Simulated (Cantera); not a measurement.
Input (Python, Cantera) and output of one run.

```python
import numpy as np
import cantera as ct

gas_names = """
    Fe FeO O O2 O3 S SO SO2 SO3 S2 S2O S8
""".split()
cond_names = """
    Fe(a) Fe(c) Fe(d) Fe(L) FeO(s) FeO(L) FeS(a) FeS(b) FeS(c) FeS(L) FeSO4(s) FeS2(s) Fe2O3(s)
    Fe2S3O12(s) Fe3O4(s) S(cr1) S(cr2) S(L)
""".split()


# ... load() reads the species with a 1 bar reference pressure and builds the phases ...
atoms = {
    'FeS': {'Fe': 1, 'S': 1},
    'O2': {'O': 2},
}
top_T = {'FeSO4(s)': 950, 'FeS2(s)': 1010, 'Fe2O3(s)': 1830, 'Fe2S3O12(s)': 1100, 'Fe3O4(s)': 1870}  # K; cautious upper limits of use, not melting points


# ... equilibrate(T, P, feed) seeds the gas with the atoms and calls Mixture.equilibrate('TP', solver="vcs", rtol=1e-11, max_steps=5000) ...
results = []
feed = {'FeS': 1, 'O2': 8}  # mol
T = 873  # K
P = 140000  # Pa
mix = equilibrate(T, P, feed)
results.append((T, P, feed, dict(zip(mix.species_names, mix.species_moles))))
x = sorted(zip(gas.X, gas.species_names), reverse=True)
print(f"T = {T:g} K  P = {P:g} Pa  gas = {mix.phase_moles(0):.4g} mol")
print("   x: " + "  ".join(f"{s} {v:.3e}" for v, s in x if v > 1e-06))
print("   condensed (mol): " + ("  ".join(f"{mix.phase(i).name} {mix.phase_moles(i):.4g}"
      for i in range(1, mix.n_phases) if mix.phase_moles(i) > 1e-12) or "none"))
```

Result:

```
T = 873 K  P = 140000 Pa  gas = 5.808 mol
   x: O2 9.903e-01  SO3 8.900e-03  SO2 7.546e-04
   condensed (mol): Fe2O3(s) 0.1854  Fe2S3O12(s) 0.3146
```

These are equilibrium values from Cantera (NASA tables, ideal gas, pure condensed phases), not measurements of a reactor.
